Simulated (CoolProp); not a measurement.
The numbers come from the reference Helmholtz-energy equation of state, Tillner-Roth 1997 in CoolProp.

Q: For CH2F2 (R32), give the phase and the cp (kJ/(kg K)), cv (kJ/(kg K)), Joule-Thomson coefficient (K/MPa), isothermal compressibility (1/MPa) at 161.85 °C and 6.67 MPa; 161.85 °C and 17.8 MPa; 161.85 °C and 20 MPa.

A: 
- 161.85 °C and 6.67 MPa: supercritical; cp 1.46, cv 0.988, Joule-Thomson coefficient 6.71, isothermal compressibility 0.191
- 161.85 °C and 17.8 MPa: supercritical; cp 2.29, cv 1.08, Joule-Thomson coefficient 2.65, isothermal compressibility 0.0592
- 161.85 °C and 20 MPa: supercritical; cp 2.22, cv 1.08, Joule-Thomson coefficient 2.05, isothermal compressibility 0.0439
